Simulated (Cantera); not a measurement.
A perfectly stirred reactor is fed with CH₄ : H₂ : CO₂ = 0.027 : 1 : 0.02 (molar parts), at 0.227 atm; it is held at 2000 K, and followed from long to short residence time.

Computed with Cantera and GRI-Mech 3.0 (53 species, 325 reactions).

x: mole fraction; the columns are a selection and need not sum to one.

```
τ (s)      x CH₄   x H₂     x CO₂     x CO      x O    x CH₃
-------  -------  -----  --------  -------  -------  -------
2.8      0.00107  0.954   3.83e-5   0.0322  3.71e-9        …
1.1      0.00162  0.952   6.34e-5   0.0296  5.93e-9        …
0.47     0.00234  0.950   9.74e-5   0.0267  8.23e-9        …
0.19     0.00347  0.948  0.000161   0.0237  1.05e-8        …
0.078    0.00512  0.946  0.000296   0.0212  1.20e-8        …
0.032    0.00751  0.944  0.000617   0.0195  1.25e-8        …
0.013     0.0108  0.943   0.00139   0.0180  1.21e-8        …
0.0053    0.0149  0.942   0.00313   0.0160  1.06e-8        …
0.0021    0.0191  0.943   0.00662   0.0125  7.86e-9  0.00106
0.00088   0.0223  0.946    0.0113  0.00772  4.47e-9  0.00106
0.00036   0.0243  0.951    0.0159  0.00317  1.60e-9        …
```

Complete the blanks.


- 2.8, x CH₃: 7.33e-5
- 1.1, x CH₃: 0.000110
- 0.47, x CH₃: 0.000159
- 0.19, x CH₃: 0.000234
- 0.078, x CH₃: 0.000340
- 0.032, x CH₃: 0.000488
- 0.013, x CH₃: 0.000683
- 0.0053, x CH₃: 0.000896
- 0.00036, x CH₃: 0.000829
